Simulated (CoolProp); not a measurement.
Vapour-liquid equilibrium of ethanol (1) + cyclohexane (2) at 10.1 bar; x and y are mole fractions of (1).

Model: multi-fluid Helmholtz-energy mixture model, Schroeder 2014 and Zhou 2014; pair parameters Bell 2016, in CoolProp.

Problem. Give the bubble temperature and the first vapour's composition at x = 0.35, 0.65, 0.875. Is there an azeotrope?

Solution. x = 0.35: 422.9 K, y = 0.542; x = 0.65: 419.9 K, y = 0.666; x = 0.875: 421.3 K, y = 0.831. y crosses x between x = 0.65 and 0.725: the model has an azeotrope there.

Pair parameters are fitted to limited data, so mixtures are less certain than the pure fluids.
